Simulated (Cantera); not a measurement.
Reactions in the system Cl-H-O-Pb

Standard-state values (1 bar) from the NASA 1993 polynomials, evaluated with Cantera. Values are per mole of reaction as written; species without (g) are pure solids or liquids, kept so even where they would boil at 1 bar.

PbO + 2 Cl(g) + 2 H(g) → PbCl2(g) + H2O(g)

```csv
T (K),ΔH° (kJ),ΔS° (J/K),ΔG° (kJ),log10 K,condensed phases
850,-901.2,-169.3,-757.3,46.54,PbO(yellow)
1050,-910.1,-178.8,-722.5,35.94,PbO(yellow)
1250,-944.9,-208.8,-683.9,28.58,PbO(l)
1450,-954.2,-215.7,-641.4,23.11,PbO(l)
1650,-963.0,-221.4,-597.7,18.92,PbO(l)
1850,-971.4,-226.2,-552.9,15.61,PbO(l)
2050,-979.3,-230.3,-507.3,12.92,PbO(l)
2250,-987.0,-233.8,-460.8,10.70,PbO(l)
2450,-994.4,-237.0,-413.7,8.82,PbO(l)
```
